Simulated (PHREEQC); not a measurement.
Na2S is added in steps, without added water, to 1 kg of water holding 0.09 mol HF, 0.00085 mol NaOH and 0.00039 mol LiCl, at 20 °C. The system is closed to oxygen. The system is closed to CO2. Only these solids could form: Halite.

Base run: PHREEQC, ion-association model, wateq4f.dat. Each further column changes one thing. The table gives HF2- (mol/kgw).

```tsv
Na2S added (mol)	base	HF from 0.09 to 0.18 mol/kgw	LiCl from 0.00039 to 0.000195 mol/kgw	no solid may form
0	0.00148	0.00316	0.00148	0.00148
0.005625	0.00261	0.00494	0.00261	0.00261
0.008438	0.00320	…	0.00320	0.00320
0.01406	0.00420	0.00805	0.00420	0.00420
0.01688	0.00455	0.00906	0.00455	0.00455
0.0225	0.00489	…	0.00489	0.00489
0.02813	0.00466	0.0125	0.00466	0.00466
0.03094	0.00430	0.0132	0.00430	0.00430
0.03656	0.00308	0.0143	0.00308	0.00308
0.03938	0.00219	0.0147	0.00219	0.00219
0.045	0.000122	…	0.000122	0.000122
```

Q: Some entries are withheld; supply them.

A: 
- 0.008438, HF from 0.09 to 0.18 mol/kgw: 0.00596
- 0.0225, HF from 0.09 to 0.18 mol/kgw: 0.0109
- 0.045, HF from 0.09 to 0.18 mol/kgw: 0.0152

The polysulfide entries of wateq4f.dat were taken out for this run. wateq4f.dat counts part of the HF as a dimer, H2F2, which phreeqc.dat doesn't know; its constant is uncertain.
